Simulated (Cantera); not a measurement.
Charge: 1 mol SiH2Cl2, 0.02 mol C2H2, 3 mol H2, equilibrated at 1.65 Torr.

Cantera equilibrium calculation (NASA polynomials, part measured and part estimated; ideal gas, pure solids and liquids). Candidate condensed phases: C, C6H6, C7H8, C8H18, Si, SiC; 109 gas species. Mutual solubility and eutectic melting of coexisting phases are not modelled. The tables' values for SiCl, SiCl3 are old estimates; treat these amounts as uncertain. Gases not in the tables: Si2H6 and higher silanes. Kinetics and transport are ignored.

### Question
At 1725 °C, list the 5 most abundant gas species with their mole fractions, and the condensed phases.

### Answer
H2 0.671, HCl 0.168, SiCl2 0.101, H 0.0280, Si 0.0193. Condensed: Si(l) + SiC(s).
